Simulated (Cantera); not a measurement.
Cantera run, input and output.

```python
import numpy as np
import cantera as ct

surf = ct.Interface("ptcombust.yaml", "Pt_surf")
gas = surf.adjacent["gas"]
gas.TPX = 300, 21000, {'CH4': 0.049, 'O2': 0.1, 'N2': 0.79}
jet = ct.ImpingingJet(gas=gas, width=0.03, surface=surf)
jet.inlet.mdot, jet.inlet.T, jet.inlet.X = 0.035, 300, {'CH4': 0.049, 'O2': 0.1, 'N2': 0.79}
jet.set_refine_criteria(ratio=10, slope=0.2, curve=0.3)
show, cover = ['CH4', 'O2', 'H2O', 'OH', 'CO', 'CO2'], ["PT(S)", "H(S)", "O(S)", "OH(S)", "CO(S)", "C(S)"]

rows = []
print(f"{'Ts/K':>7s}" + "".join(f"{s:>11s}" for s in show + cover) + "   (gas at the wall, coverages)")
for i, Ts in enumerate([900, 950, 1000, 1050, 1100]):
    jet.surface.T = Ts
    if i == 0:
        surf.TP = Ts, 21000
        surf.coverages = "PT(S):0.5, O(S):0.5"
        surf.advance_coverages(1.0)
        jet.set_initial_guess(products="inlet")
    jet.solve(loglevel=0, auto=(i == 0))
    rows.append([*(jet.X[gas.species_index(s), -1] for s in show), *surf[cover].coverages])
    print(f"{Ts:7g}" + "".join(f"{x:11.3e}" for x in rows[-1]))
```

Output:

```
   Ts/K        CH4         O2        H2O         OH         CO        CO2      PT(S)       H(S)       O(S)      OH(S)      CO(S)       C(S)   (gas at the wall, coverages)
    900  2.257e-02  4.335e-02  5.539e-02  3.117e-08  8.930e-06  3.651e-02  2.117e-01  1.925e-07  7.853e-01  2.921e-03  2.845e-05  1.012e-07
    950  1.187e-02  2.082e-02  7.502e-02  8.712e-08  7.225e-06  4.967e-02  3.248e-01  6.136e-07  6.720e-01  3.178e-03  2.177e-05  1.042e-07
   1000  6.293e-03  9.124e-03  8.512e-02  2.055e-07  6.053e-06  5.649e-02  4.594e-01  1.594e-06  5.376e-01  2.997e-03  1.606e-05  1.004e-07
   1050  1.275e-03  8.274e-04  9.375e-02  7.797e-09  4.188e-03  5.769e-02  9.754e-01  3.385e-04  2.050e-04  7.617e-05  2.381e-02  2.054e-04
   1100  1.279e-03  8.503e-04  9.337e-02  2.021e-08  3.947e-03  5.793e-02  9.875e-01  3.900e-04  2.444e-04  7.161e-05  1.169e-02  1.250e-04
```

Cantera simulation using Deutschmann's 1995 Pt surface mechanism with GRI-Mech 3.0 gas chemistry; the numbers are that mechanism's predictions, not measurements. Catalytic surfaces can have several steady states; this one follows from the mechanism file's or the stated starting coverage.
